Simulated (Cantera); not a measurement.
Input (Python, Cantera):

```python
import numpy as np
import cantera as ct

gas = ct.Solution("gri30.yaml")
gas.TPX = 1025, 500000, {'CH4': 1, 'O2': 1.43, 'N2': 10, 'H2O': 0.19}
reactor = ct.IdealGasConstPressureReactor(gas, energy="on", clone=False)
net = ct.ReactorNet([reactor])
net.rtol, net.atol = 1e-08, 1e-16
show = ['CH4', 'O2', 'H2O', 'C2H', 'H2O2', 'C2H6']
times = np.geomspace(3e-06, 3, 13)

steps = ct.SolutionArray(gas, extra=["t"])
rows = []
print(f"{'t/s':>10s}{'T/K':>9s}{'P/Pa':>11s}" + "".join(f"{s:>11s}" for s in show))
for t in times:
    while net.time < t:
        t_next = net.step()
        steps.append(gas.state, t=t_next)
    rows.append([np.interp(t, steps.t, y) for y in (steps.T, steps.P, *steps(*show).X.T)])
    print(f"{t:10.3e}{rows[-1][0]:9.1f}{rows[-1][1]:11.4g}" + "".join(f"{x:11.3e}" for x in rows[-1][2:]))
rate = np.gradient(steps.T, steps.t)
print("integrator steps:", len(steps.t))
if steps.T.max() > steps.T[0] + 200:
    print(f"time of steepest temperature rise: {steps.t[rate.argmax()]:.4e} s")
gas.TPX = 1025, 500000, {'CH4': 1, 'O2': 1.43, 'N2': 10, 'H2O': 0.19}
gas.equilibrate("HP")
print(f"equilibrium (HP): T = {gas.T:.1f} K  " + "  ".join(f"{s} {gas[s].X[0]:.3e}" for s in show))
```

Result:

```
       t/s      T/K       P/Pa        CH4         O2        H2O        C2H       H2O2       C2H6
 3.000e-06   1025.0      5e+05  7.924e-02  1.133e-01  1.506e-02  4.179e-46  7.454e-14  1.146e-17
 9.487e-06   1025.0      5e+05  7.924e-02  1.133e-01  1.506e-02  2.290e-43  7.312e-13  3.389e-16
 3.000e-05   1025.0      5e+05  7.924e-02  1.133e-01  1.506e-02  1.040e-40  7.289e-12  1.064e-14
 9.487e-05   1025.0      5e+05  7.924e-02  1.133e-01  1.506e-02  4.657e-38  7.082e-11  3.414e-13
 3.000e-04   1025.0      5e+05  7.924e-02  1.133e-01  1.506e-02  2.716e-35  6.511e-10  1.149e-11
 9.487e-04   1025.0      5e+05  7.924e-02  1.133e-01  1.506e-02  3.504e-32  5.120e-09  4.741e-10
 3.000e-03   1025.0      5e+05  7.924e-02  1.133e-01  1.506e-02  1.167e-28  2.527e-08  2.824e-08
 9.487e-03   1025.0      5e+05  7.923e-02  1.133e-01  1.506e-02  5.599e-26  4.795e-08  6.362e-07
 3.000e-02   1025.1      5e+05  7.922e-02  1.133e-01  1.507e-02  2.847e-24  8.342e-08  3.759e-06
 9.487e-02   1025.8      5e+05  7.910e-02  1.132e-01  1.517e-02  4.764e-22  3.066e-07  2.528e-05
 3.000e-01   2043.8      5e+05  1.990e-11  3.088e-07  1.254e-01  2.047e-19  3.334e-10  1.609e-22
 9.487e-01   2043.9      5e+05  1.979e-11  3.092e-07  1.254e-01  2.037e-19  3.337e-10  1.593e-22
 3.000e+00   2043.9      5e+05  1.979e-11  3.092e-07  1.254e-01  2.036e-19  3.337e-10  1.593e-22
integrator steps: 2674
time of steepest temperature rise: 2.4133e-01 s
equilibrium (HP): T = 2043.9 K  CH4 2.237e-11  O2 3.092e-07  H2O 1.254e-01  C2H 2.282e-19  H2O2 3.337e-10  C2H6 1.973e-22
```

Cantera simulation using GRI-Mech 3.0 (53 species, 325 reactions); the numbers are that mechanism's predictions, not measurements.
